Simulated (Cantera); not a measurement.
What does this Cantera script print?

```python
import numpy as np
import cantera as ct

gas_names = [...]  # 109 gases of nasa_gas.yaml made of C, Cl, H, Si
cond_names = """
    C(gr) C6H6(L) C7H8(L) C8H18(L),n-octa Si(cr) Si(L) SiC(b)
""".split()


# ... load() reads the species with a 1 bar reference pressure and builds the phases ...
atoms = {
    'CH3SiCl3': {'C': 1, 'H': 3, 'Si': 1, 'CL': 3},
    'H2': {'H': 2},
    'C3H8': {'C': 3, 'H': 8},
}
top_T = {'C(gr)': 4500, 'SiC(b)': 3050}  # K; cautious upper limits of use, not melting points


# ... equilibrate(T, P, feed) seeds the gas with the atoms and calls Mixture.equilibrate('TP', solver="vcs", rtol=1e-11, max_steps=5000) ...
results = []
feed = {'CH3SiCl3': 1, 'H2': 8.6, 'C3H8': 0.92}  # mol
T = 2375  # K
P = 59000  # Pa
mix = equilibrate(T, P, feed)
results.append((T, P, feed, dict(zip(mix.species_names, mix.species_moles))))
x = sorted(zip(gas.X, gas.species_names), reverse=True)
print(f"T = {T:g} K  P = {P:g} Pa  gas = {mix.phase_moles(0):.4g} mol")
print("   x: " + "  ".join(f"{s} {v:.3e}" for v, s in x if v > 0.0001))
print("   condensed (mol): " + ("  ".join(f"{mix.phase(i).name} {mix.phase_moles(i):.4g}"
      for i in range(1, mix.n_phases) if mix.phase_moles(i) > 1e-12) or "none"))
```

Output:

```
T = 2375 K  P = 59000 Pa  gas = 15.44 mol
   x: H2 7.941e-01  HCL 1.700e-01  H 1.636e-02  SiCL2 1.048e-02  C2H2,acetylene 4.931e-03  CL 2.504e-03  Si 5.282e-04  SiCL 5.006e-04  SiCL3 1.172e-04  SiH 1.166e-04
   condensed (mol): C(gr) 2.787  SiC(b) 0.8141
```

These are equilibrium values from Cantera (NASA tables, ideal gas, pure condensed phases), not measurements of a reactor. The feed counts by its element totals alone. The tables' values for SiCl, SiCl3 are old estimates; treat these amounts as uncertain. Gases not in the tables: Si2H6 and higher silanes.
